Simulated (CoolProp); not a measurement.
The fluid at 336.21 K and 13.9 MPa (stagnation) flows isentropically through a choked orifice. The same conditions are run with several fluids, on thermodynamics alone (safety and materials aside).

Model: reference Helmholtz-energy equation of state of each fluid (dry air: Lemmon 2000; nitrogen: Span 2000; sulfur hexafluoride: Guder 2009; carbon dioxide: Span 1996; ethylene: Smukala 2000), in CoolProp. Blends and air are pseudo-pure fits.

```json
[
 {"fluid": "dry air", "throat to inlet pressure ratio": "0.507", "mass flux (kg/(m² s))": "31500", "throat temperature (K)": "275.1"},
 {"fluid": "nitrogen", "throat to inlet pressure ratio": "0.506", "mass flux (kg/(m² s))": "30900", "throat temperature (K)": "275.0"},
 {"fluid": "sulfur hexafluoride", "throat to inlet pressure ratio": "0.303", "mass flux (kg/(m² s))": "137000", "throat temperature (K)": "318.9"},
 {"fluid": "carbon dioxide", "throat to inlet pressure ratio": "0.537", "mass flux (kg/(m² s))": "65000", "throat temperature (K)": "304.8"},
 {"fluid": "ethylene", "throat to inlet pressure ratio": "0.488", "mass flux (kg/(m² s))": "47600", "throat temperature (K)": "299.3"}
]
```
